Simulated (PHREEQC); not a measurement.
# Copper plating or etch bath: an equilibrium model

Dissolve 13 mmol/kgw CuCl2, 10 mmol/kgw H2SO4 and 110 mmol/kgw Na2SO4 at 25 °C and 300 atm. Closed to the air; pH follows from the charge balance.

Equilibrium calculation in PHREEQC: ion-association model, phreeqc.dat.

Precipitation was switched off in this run.

Task: Estimate the pH.

Result: pH 2.21.

Task: In which forms is Na present?

Result: Na+ 91 %, NaSO4- 9.3 % of the Na.

Under pressure, the constants of complexes without a molar volume in the database are unreliable.
